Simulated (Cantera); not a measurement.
An adiabatic, constant-volume homogeneous reactor starts with CH3OH : O2 : N2 = 1 : 2.83 : 10.6 (molar parts), at 1150 K and 7500 Torr.

Cantera simulation using GRI-Mech 3.0 (53 species, 325 reactions); the numbers are that mechanism's predictions, not measurements. GRI-Mech 3.0 was tuned for natural gas; its chemistry of methanol as a main component is partial and can be far from experiment.

x: mole fraction; the columns are a selection and need not sum to one.

```json
[
 {"t (s)": "3.00e-6", "T (K)": "1150", "P (bar)": "10.0", "x CH3OH": "0.0693", "x O2": "0.196", "x CO": "2.38e-9", "x H": "3.82e-11", "x N2O": "<1e-12", "x CO2": "7.69e-10", "x HO2": "1.05e-8"},
 {"t (s)": "7.57e-6", "T (K)": "1150", "P (bar)": "10.0", "x CH3OH": "0.0693", "x O2": "0.196", "x CO": "(withheld)", "x H": "3.96e-11", "x N2O": "<1e-12", "x CO2": "(withheld)", "x HO2": "(withheld)"},
 {"t (s)": "1.91e-5", "T (K)": "1150", "P (bar)": "10.0", "x CH3OH": "0.0693", "x O2": "0.196", "x CO": "1.52e-8", "x H": "4.10e-11", "x N2O": "<1e-12", "x CO2": "4.91e-9", "x HO2": "7.86e-8"},
 {"t (s)": "4.82e-5", "T (K)": "1150", "P (bar)": "10.0", "x CH3OH": "0.0693", "x O2": "0.196", "x CO": "3.86e-8", "x H": "4.21e-11", "x N2O": "<1e-12", "x CO2": "1.24e-8", "x HO2": "2.10e-7"},
 {"t (s)": "0.000122", "T (K)": "1150", "P (bar)": "10.0", "x CH3OH": "0.0693", "x O2": "0.196", "x CO": "9.89e-8", "x H": "4.45e-11", "x N2O": "1.20e-12", "x CO2": "3.13e-8", "x HO2": "5.41e-7"},
 {"t (s)": "0.000307", "T (K)": "1150", "P (bar)": "10.0", "x CH3OH": "0.0693", "x O2": "0.196", "x CO": "2.59e-7", "x H": "5.40e-11", "x N2O": "7.69e-12", "x CO2": "7.89e-8", "x HO2": "1.37e-6"},
 {"t (s)": "0.000775", "T (K)": "1150", "P (bar)": "10.0", "x CH3OH": "0.0693", "x O2": "0.196", "x CO": "7.44e-7", "x H": "1.02e-10", "x N2O": "4.87e-11", "x CO2": "1.99e-7", "x HO2": "3.44e-6"},
 {"t (s)": "0.00195", "T (K)": "1150", "P (bar)": "10.0", "x CH3OH": "0.0692", "x O2": "0.196", "x CO": "3.99e-6", "x H": "5.50e-10", "x N2O": "3.36e-10", "x CO2": "5.12e-7", "x HO2": "1.08e-5"},
 {"t (s)": "0.00493", "T (K)": "2537", "P (bar)": "22.9", "x CH3OH": "<1e-12", "x O2": "0.0851", "x CO": "0.00208", "x H": "0.000160", "x N2O": "3.47e-6", "x CO2": "0.0646", "x HO2": "1.99e-5"},
 {"t (s)": "0.0124", "T (K)": "2519", "P (bar)": "22.7", "x CH3OH": "<1e-12", "x O2": "0.0811", "x CO": "0.00195", "x H": "0.000144", "x N2O": "3.48e-6", "x CO2": "0.0648", "x HO2": "1.83e-5"},
 {"t (s)": "0.0314", "T (K)": "2518", "P (bar)": "22.7", "x CH3OH": "<1e-12", "x O2": "0.0810", "x CO": "0.00195", "x H": "0.000144", "x N2O": "3.48e-6", "x CO2": "0.0648", "x HO2": "1.82e-5"},
 {"t (s)": "0.0793", "T (K)": "2518", "P (bar)": "22.7", "x CH3OH": "<1e-12", "x O2": "0.0810", "x CO": "0.00195", "x H": "0.000144", "x N2O": "3.48e-6", "x CO2": "0.0648", "x HO2": "1.82e-5"},
 {"t (s)": "0.200", "T (K)": "2518", "P (bar)": "22.7", "x CH3OH": "<1e-12", "x O2": "0.0810", "x CO": "0.00195", "x H": "0.000144", "x N2O": "3.48e-6", "x CO2": "0.0648", "x HO2": "1.82e-5"}
]
```

What belongs in the gaps?


- 7.57e-6, x CO: 6.02e-9
- 7.57e-6, x CO2: 1.94e-9
- 7.57e-6, x HO2: 2.86e-8
